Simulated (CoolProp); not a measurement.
Model: reference Helmholtz-energy equation of state, Lemmon 2006, in CoolProp. It is a short technical equation, of lower accuracy than the large ones.

Task: Give the vapour pressure (MPa), liquid density (kg/m³), vapour density (kg/m³), enthalpy of vaporisation (kJ/kg) of saturated C3F8 (R218) at 255.2 K.

Result: 
```csv
T (K),p (MPa),liquid density (kg/m³),vapour density (kg/m³),enthalpy of vaporisation (kJ/kg)
255.2,0.221,1530,21.5,97.8
```
